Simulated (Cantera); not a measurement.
**Premixed flame**

A freely propagating, adiabatic, planar premixed flame of 2.11 % CH4, 2.95 % C2H6, 1.41 % C3H8, 19.7 % O2, 73.9 % N2, equivalence ratio 1.1, unburnt at 325 K and 7500 Torr; mixture-averaged transport, grid criteria slope 0.08 and curve 0.16, no radiation.

Computed with Cantera and GRI-Mech 3.0 (53 species, 325 reactions). GRI-Mech 3.0 was tuned for natural gas; its chemistry of propane as a main component is partial and can be far from experiment. Burning velocities carry a grid error of a few per cent, more on coarse grids.

| z (mm) | T (K) | u (m/s) | x CH4 | x C2H6 | x C3H8 | x HCO | x C2H2 | x C2H |
|---|---|---|---|---|---|---|---|---|
| -0.191 | 325 | 0.250 | 0.0211 | 0.0295 | 0.0141 | <1e-8 | 1.89e-8 | <1e-8 |
| -0.127 | 329 | 0.254 | 0.0210 | 0.0295 | 0.0141 | <1e-8 | 6.63e-7 | <1e-8 |
| -0.0954 | 343 | 0.265 | 0.0208 | 0.0293 | 0.0141 | <1e-8 | 4.25e-6 | <1e-8 |
| -0.0636 | 448 | 0.350 | 0.0196 | 0.0282 | 0.0138 | <1e-8 | 4.56e-5 | <1e-8 |
| -0.0318 | 971 | 0.777 | 0.0142 | 0.0188 | 0.00981 | 6.34e-8 | 0.000405 | <1e-8 |
| -0.0159 | 1431 | 1.17 | 0.00929 | 0.00737 | 0.00346 | 5.76e-6 | 0.000881 | 1.61e-8 |
| 0 | 1858 | 1.53 | 0.00310 | 0.000305 | 5.04e-5 | 2.02e-5 | 0.00124 | 1.19e-6 |
| 0.0159 | 2053 | 1.69 | 0.000266 | 4.62e-7 | <1e-8 | 5.57e-6 | 0.000206 | 8.68e-7 |
| 0.0318 | 2125 | 1.74 | 1.28e-5 | <1e-8 | <1e-8 | 6.09e-7 | 9.64e-6 | 5.65e-8 |
| 0.0636 | 2192 | 1.78 | 5.73e-8 | <1e-8 | <1e-8 | 1.53e-7 | 4.36e-8 | <1e-8 |
| 0.127 | 2242 | 1.82 | <1e-8 | <1e-8 | <1e-8 | 7.81e-8 | <1e-8 | <1e-8 |
| 0.254 | 2270 | 1.84 | <1e-8 | <1e-8 | <1e-8 | 4.06e-8 | <1e-8 | <1e-8 |
| 0.509 | 2282 | 1.85 | <1e-8 | <1e-8 | <1e-8 | 2.39e-8 | <1e-8 | <1e-8 |
x: mole fraction of selected species; z is measured from the peak of heat release.

The laminar burning velocity comes out as 25.0 cm/s, the thermal thickness is 0.0636 mm and the peak x(HCO) is 2.10e-5. The peak x(C2H2) is 0.00131 and the peak x(C2H) is 1.76e-6. The grid points is 139.
